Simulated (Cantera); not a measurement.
**AlN + HCl + N2 (nitride etching)**

A closed system holds: 1 mol AlN, 27 mol HCl, 11 mol N2, equilibrated at 800 Pa.

Method: chemical equilibrium by Gibbs-energy minimisation in Cantera with the NASA 1993 tables (ideal gas, pure condensed phases). Candidate condensed phases: Al, AlCl3, AlN, NH4Cl; 20 gas species. The tables' values for AlCl2 are old estimates; treat these amounts as uncertain. Rates play no part.

From 877 °C to 1402 °C nothing is condensed. The main Al-bearing gas is AlCl3 throughout.

```
T (°C)  log p HCl  log p N2  log p H2  log p AlCl3  log p Cl  log p AlCl2  log p H
------  ---------  --------  --------  -----------  --------  -----------  -------
877         -2.30     -2.62     -3.50        -3.68     -7.73        -7.96    -8.88
952         -2.30     -2.62     -3.50        -3.68     -7.12        -7.39    -8.26
1027        -2.30     -2.62     -3.50        -3.68     -6.58        -6.89    -7.71
1102        -2.30     -2.62     -3.50        -3.68     -6.09        -6.44    -7.22
1177        -2.30     -2.62     -3.50        -3.68     -5.66        -6.04    -6.77
1252        -2.30     -2.62     -3.50        -3.68     -5.27        -5.69    -6.38
1327        -2.30     -2.62     -3.50        -3.69     -4.92        -5.36    -6.01
1402        -2.30     -2.62     -3.49        -3.70     -4.59        -5.08    -5.68
```
log p: log10 of the partial pressure in bar; nothing condenses.
